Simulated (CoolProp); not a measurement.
Model: reference Helmholtz-energy equation of state, Kamei 1995, in CoolProp.

For R22, give the phase and the speed of sound (m/s), viscosity (µPa s) at 397.9 K and 9070 kPa.


- 397.9 K and 9070 kPa: supercritical; speed of sound 191, viscosity 44.3

Viscosity comes from a separate model (Bell 2016), an estimate that may be off by 10 % or more.
